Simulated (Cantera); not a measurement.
A jet of CH₄ : O₂ : N₂ = 0.028 : 0.13 : 0.79 (molar parts) at 300 K and 0.0345 atm hits a platinum plate 6.5 cm away at a mass flux of 0.047 kg/m²/s; the plate temperature is set and raised in steps from an oxygen-covered start.

Model: Deutschmann's 1995 Pt surface mechanism with GRI-Mech 3.0 gas chemistry, integrated in Cantera. Catalytic surfaces can have several steady states; this one follows from the mechanism file's or the stated starting coverage.

One state of this run: wall x CH₄ = 0.00924; wall x O₂ = 0.0940; wall x H₂O = 0.0375; wall x OH = 1.79e-6; wall x CO = 1.36e-5; wall x CO₂ = 0.0248; θ free Pt = 0.540; θ O* = 0.460. x: mole fraction at the wall; θ: surface coverage.

Q: Which value of plate T (K) does it belong to?
A) 1200
B) 1050
C) 1250
D) 1100

A: D, 1100
